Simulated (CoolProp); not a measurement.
Vapour-liquid equilibrium of propylene (1) + isobutane (2) at 260.2 K; x and y are mole fractions of (1).

Model: multi-fluid Helmholtz-energy mixture model, Lemmon 2013 and Bücker 2006; pair parameters Bell 2016, in CoolProp.

```csv
x,"bubble pressure, mixture model (bar)","bubble pressure, Raoult's law (bar)","y, mixture model","y, Raoult's law"
0.05,1.157,1.113,0.197,0.175
0.15,1.430,1.405,0.400,0.415
0.25,1.638,1.697,0.520,0.573
0.35,1.832,1.989,0.615,0.684
0.45,2.040,2.281,0.701,0.767
0.55,2.280,2.573,0.782,0.831
0.65,2.567,2.865,0.855,0.882
0.75,2.907,3.157,0.915,0.923
0.85,3.294,3.449,0.961,0.958
0.95,3.697,3.741,0.990,0.987
```

The largest gap from Raoult's law is -11.4 % in bubble pressure, at x = 0.55. No azeotrope shows between x = 0.05 and 0.95.

The pair parameters rest on a limited set of measurements; away from them the model extrapolates. The gap from Raoult's law changes sign with composition, which may be real or a fault of the pair parameters; it wasn't checked against measurements.
